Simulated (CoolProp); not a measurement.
Carbon dioxide along the isobar 3.89 MPa: Z from the reference equation and from simpler models built on Tc = 304.1 K, pc = 7.377 MPa, ω = 0.224; each cubic takes its own stable root.

Values from CoolProp's reference Helmholtz-energy equation of state, Span 1996.

| T (K) | phase | reference |
|---|---|---|
| 231.1 | liquid | 0.07868 |
| 255.5 | liquid | 0.07831 |
| 279.9 | gas | 0.6824 |
| 304.3 | gas | 0.7891 |
| 328.7 | gas | 0.8470 |
| 353.1 | gas | 0.8846 |
| 377.4 | gas | 0.9110 |
| 401.8 | gas | 0.9304 |
| 426.2 | gas | 0.9450 |
| 450.6 | gas | 0.9564 |
| 475 | gas | 0.9654 |
| 499.4 | gas | 0.9725 |

Q: How far does each simpler model (van der Waals, Redlich-Kwong, Soave-Redlich-Kwong, Peng-Robinson) lie from the reference over these 12 states: mean and median of the absolute difference, and the worst?

A: 
- van der Waals: mean 12.3 %, median 1.5 %, worst +62.8 % at 255.5 K and 3.89 MPa
- Redlich-Kwong: mean 3.4 %, median 0.9 %, worst +16.1 % at 255.5 K and 3.89 MPa
- Soave-Redlich-Kwong: mean 2.3 %, median 0.7 %, worst +11.1 % at 255.5 K and 3.89 MPa
- Peng-Robinson: mean 1.3 %, median 1.1 %, worst -4.0 % at 231.1 K and 3.89 MPa
